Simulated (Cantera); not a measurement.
Cantera run:

```python
import numpy as np
import cantera as ct

gas_names = [...]  # 95 gases of nasa_gas.yaml made of C, F, H
cond_names = """
    C(gr) C6H6(L) C7H8(L) C8H18(L),n-octa
""".split()


# ... load() reads the species with a 1 bar reference pressure and builds the phases ...
atoms = {
    'CHF3': {'C': 1, 'H': 1, 'F': 3},
    'CH4': {'C': 1, 'H': 4},
}
top_T = {'C(gr)': 4500}  # K; cautious upper limits of use, not melting points


# ... equilibrate(T, P, feed) seeds the gas with the atoms and calls Mixture.equilibrate('TP', solver="vcs", rtol=1e-11, max_steps=5000) ...
results = []
T = 1023  # K
P = 2300  # Pa
for m in [0.11, 0.18, 0.26, 0.34, 0.42, 0.5, 0.58, 0.65, 0.73, 0.81, 0.89]:
    feed = {'CHF3': 1, 'CH4': m}  # mol
    mix = equilibrate(T, P, feed)
    results.append((T, P, feed, dict(zip(mix.species_names, mix.species_moles))))

top = {s: max(r[3][s] / sum(r[3][g] for g in gas_names) for r in results) for s in gas_names}
cols = sorted((s for s in top if top[s] > 0.0001), key=lambda s: -top[s])[:8]
seen = [c for c in cond_names if any(r[3].get(c, 0) > 1e-12 for r in results)]
print("log10 of partial pressures in bar; condensed amounts in mol")
print(f"{'n(CH4)':>10s}" + "".join(f"{s[:9]:>10s}" for s in cols + seen))
for T, P, feed, n in results:
    ng = sum(n[g] for g in gas_names)
    print(f"{feed['CH4']:10.4g}" + "".join(f"{np.log10(max(n[s] / ng * P / 1e5, 1e-99)):10.3f}" for s in cols)
          + "".join(f"{n.get(c, 0):10.4g}" for c in seen))
```

Output:

```
log10 of partial pressures in bar; condensed amounts in mol
    n(CH4)        HF       CF4        H2     C(gr)
      0.11    -1.742    -2.310   -10.918      0.72
      0.18    -1.712    -2.443   -10.791      0.86
      0.26    -1.687    -2.616   -10.653      1.02
      0.34    -1.667    -2.836   -10.504      1.18
      0.42    -1.651    -3.176   -10.302      1.34
       0.5    -1.638    -8.111    -7.809       1.5
      0.58    -1.661   -17.951    -2.934      1.58
      0.65    -1.680   -18.535    -2.680      1.65
      0.73    -1.700   -18.947    -2.515      1.73
      0.81    -1.720   -19.245    -2.405      1.81
      0.89    -1.739   -19.482    -2.324      1.89
```

Equilibrium computed with Cantera from the NASA thermochemical tables; the gas is ideal and each condensed phase is pure. Gases not in the tables: C2F6 and larger saturated fluorocarbons.
